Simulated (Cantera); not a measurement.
A freely propagating, adiabatic, planar premixed flame of 12.0 % CH4, 18.4 % O2, 69.1 % N2, 0.562 % H2O, unburnt at 673 K and 7.60 atm; mixture-averaged transport, grid criteria slope 0.08 and curve 0.16, no radiation.

Detailed kinetics in Cantera: GRI-Mech 3.0 (53 species, 325 reactions). Burning velocities carry a grid error of a few per cent, more on coarse grids.

x: mole fraction of selected species; z is measured from the peak of heat release.

```json
[
 {"z (mm)": "-0.282", "T (K)": "674", "u (m/s)": "0.541", "x CH4": "0.119", "x O2": "0.183", "x HCN": "<1e-8", "x CO": "2.65e-5", "x CH2O": "9.06e-7", "x H2": "0.00341"},
 {"z (mm)": "-0.188", "T (K)": "682", "u (m/s)": "0.549", "x CH4": "0.118", "x O2": "0.182", "x HCN": "3.27e-8", "x CO": "0.000212", "x CH2O": "9.16e-6", "x H2": "0.00775"},
 {"z (mm)": "-0.141", "T (K)": "709", "u (m/s)": "0.574", "x CH4": "0.115", "x O2": "0.179", "x HCN": "…", "x CO": "…", "x CH2O": "…", "x H2": "…"},
 {"z (mm)": "-0.0941", "T (K)": "837", "u (m/s)": "0.685", "x CH4": "0.104", "x O2": "0.168", "x HCN": "1.30e-6", "x CO": "0.00503", "x CH2O": "0.000334", "x H2": "0.0203"},
 {"z (mm)": "-0.0471", "T (K)": "1306", "u (m/s)": "1.09", "x CH4": "0.0676", "x O2": "0.120", "x HCN": "8.21e-6", "x CO": "0.0243", "x CH2O": "0.00139", "x H2": "0.0312"},
 {"z (mm)": "-0.0235", "T (K)": "1701", "u (m/s)": "1.43", "x CH4": "0.0359", "x O2": "0.0750", "x HCN": "1.72e-5", "x CO": "0.0443", "x CH2O": "0.00120", "x H2": "0.0368"},
 {"z (mm)": "0", "T (K)": "2050", "u (m/s)": "1.74", "x CH4": "0.00981", "x O2": "0.0303", "x HCN": "3.26e-5", "x CO": "0.0630", "x CH2O": "0.000426", "x H2": "0.0401"},
 {"z (mm)": "0.0235", "T (K)": "2213", "u (m/s)": "1.88", "x CH4": "0.00157", "x O2": "0.00860", "x HCN": "4.56e-5", "x CO": "0.0681", "x CH2O": "0.000113", "x H2": "0.0404"},
 {"z (mm)": "0.0471", "T (K)": "2262", "u (m/s)": "1.92", "x CH4": "0.000268", "x O2": "0.00232", "x HCN": "4.14e-5", "x CO": "0.0663", "x CH2O": "2.47e-5", "x H2": "0.0406"},
 {"z (mm)": "0.0941", "T (K)": "2288", "u (m/s)": "1.94", "x CH4": "1.71e-5", "x O2": "0.000316", "x HCN": "2.39e-5", "x CO": "0.0635", "x CH2O": "1.52e-6", "x H2": "0.0415"},
 {"z (mm)": "0.188", "T (K)": "2305", "u (m/s)": "1.95", "x CH4": "…", "x O2": "…", "x HCN": "…", "x CO": "0.0626", "x CH2O": "…", "x H2": "0.0421"},
 {"z (mm)": "0.376", "T (K)": "2315", "u (m/s)": "1.96", "x CH4": "2.12e-8", "x O2": "3.08e-5", "x HCN": "2.95e-6", "x CO": "0.0626", "x CH2O": "<1e-8", "x H2": "0.0423"},
 {"z (mm)": "0.753", "T (K)": "2319", "u (m/s)": "1.96", "x CH4": "<1e-8", "x O2": "1.73e-5", "x HCN": "7.55e-7", "x CO": "0.0627", "x CH2O": "<1e-8", "x H2": "0.0423"}
]
```

### Question
What belongs in the gaps?

### Answer

- -0.141, x HCN: 1.80e-7
- -0.141, x CO: 0.000926
- -0.141, x CH2O: 4.93e-5
- -0.141, x H2: 0.0125
- 0.188, x CH4: 6.33e-7
- 0.188, x O2: 7.72e-5
- 0.188, x HCN: 9.52e-6
- 0.188, x CH2O: 4.98e-8
